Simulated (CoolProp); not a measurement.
The fluid at 298.15 K and 1.67 MPa flows at 0.29 m/s in a round tube of 1 mm bore and 1.5 µm roughness, fully developed (64/Re and Nu = 3.66 if laminar; Colebrook and Gnielinski if turbulent). The same conditions are run with several fluids, on thermodynamics alone (safety and materials aside).

Computed with CoolProp (reference Helmholtz-energy equation of state of each fluid (water: Wagner 2002; n-octane: Beckmüller 2019; ethanol: Schroeder 2014; n-heptane: Span 2003; c-C4F8 (RC318): Platzer 1990)). The equations of Platzer and Polt are older, rougher fits.

Question: Rank water, n-octane, ethanol, n-heptane, c-C4F8 (RC318) by Reynolds number, highest first.

Answer: c-C4F8 (RC318) (1160), n-heptane (498), n-octane (390), water (325), ethanol (209)

| fluid | Darcy friction factor | pressure drop (Pa/m) | heat-transfer coefficient (W/(m² K)) | mass flow (kg/h) |
|---|---|---|---|---|
| water | 0.197 | 8260 | 2220 | 0.818 |
| n-octane | 0.164 | 4830 | 459 | 0.574 |
| ethanol | 0.307 | 10100 | 601 | 0.645 |
| n-heptane | 0.129 | 3680 | 450 | 0.559 |
| c-C4F8 (RC318) | 0.0550 | 3490 | 242 | 1.24 |

Transport values come from each fluid's own correlations; those of c-C4F8 (RC318) are estimates that may be off by 10 % or more.
